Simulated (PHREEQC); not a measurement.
# Copper plating or etch bath: an equilibrium model

Make-up at 45 °C: 81 mmol/kgw CuCl2, 3.4 mmol/kgw HNO3 and 0.053 mmol/kgw NaCl. Closed to the air; pH follows from the charge balance.

Equilibrium calculation in PHREEQC: ion-association model, phreeqc.dat.

This is a speciation only: nothing precipitates in the calculation.

What pH, density, ionic strength does the model give?

pH 2.57; density 1.000 g/cm³; ionic strength 0.207 mol/kgw.

In which forms is Cu present?

Cu+2 76 %, CuCl+ 23 %, CuCl2 1.0 % of the Cu.

At this temperature some constants are extrapolated from 25 °C, and those without enthalpy data are left unchanged.
